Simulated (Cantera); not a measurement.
A perfectly stirred reactor is fed with NO : N₂ = 0.16 : 0.17 (molar parts), at 100000 Pa; it is held at 1875 K, and followed from long to short residence time.

Computed with Cantera and GRI-Mech 3.0 (53 species, 325 reactions).

Task: Predict: x(NO) at τ = 1.60 s; x(O₂) at τ = 1.60 s; x(N₂O) at τ = 1.60 s; x(NO₂) at τ = 1.60 s; x(O) at τ = 1.60 s; x(NO) at τ = 40.0 ms; x(O₂) at τ = 40.0 ms; x(N₂O) at τ = 40.0 ms; x(NO₂) at τ = 40.0 ms; x(O) at τ = 40.0 ms.

Result: 
| Item | Result |
|---|---|
| x(NO) at τ = 1.60 s | 0.303 |
| x(O₂) at τ = 1.60 s | 0.0906 |
| x(N₂O) at τ = 1.60 s | 3.89e-5 |
| x(NO₂) at τ = 1.60 s | 0.000435 |
| x(O) at τ = 1.60 s | 7.51e-5 |
| x(NO) at τ = 40.0 ms | 0.476 |
| x(O₂) at τ = 40.0 ms | 0.00418 |
| x(N₂O) at τ = 40.0 ms | 9.74e-5 |
| x(NO₂) at τ = 40.0 ms | 0.000222 |
| x(O) at τ = 40.0 ms | 2.60e-5 |
